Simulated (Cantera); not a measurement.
Thermodynamics of calcination and drying, feed Ca(OH)₂ + CO₂ + O₂

A closed system holds: 1 mol Ca(OH)₂, 0.038 mol CO₂, 0.032 mol O₂, held at 2100 K.

Equilibrium computed with Cantera from the NASA thermochemical tables; the gas is ideal and each condensed phase is pure. Candidate condensed phases: C, C₆H₆, C₇H₈, C₈H₁₈, Ca, CaCO₃, CaO, Ca(OH)₂, H₂O; 115 gas species. Equilibrium is a limit: real reactors are often held back by kinetics, nucleation or transport.

```tsv
P (Pa)	x H₂O	x H₂	x H	x O₂	x OH	x O	x CO₂	x CO	n CaO(s)
10	0.563	0.117	0.106	0.0821	0.0612	0.0398	0.0144	0.0147	0.998
68	0.752	0.0703	0.0317	0.0592	0.0404	0.0130	0.0223	0.0103	1.000
460	0.849	0.0356	0.00867	0.0435	0.0246	0.00427	0.0284	0.00588	1.000
3200	0.896	0.0159	0.00219	0.0349	0.0147	0.00145	0.0322	0.00282	1.000
22000	0.917	0.00656	0.000538	0.0312	0.00895	0.000524	0.0341	0.00120	1.000
150000	0.926	0.00259	0.000130	0.0299	0.00551	0.000196	0.0349	0.000483	1.000
1000000	0.930	0.00101	3.14e-5	0.0296	0.00343	7.56e-5	0.0353	0.000190	1.000
```
x: gas mole fraction; n: condensed amount in mol.

From 0.0750 Torr to 7500 Torr the condensed part is CaO(s). The main Ca-bearing gas is Ca at 0.0750 Torr and Ca(OH)₂ at 7500 Torr.
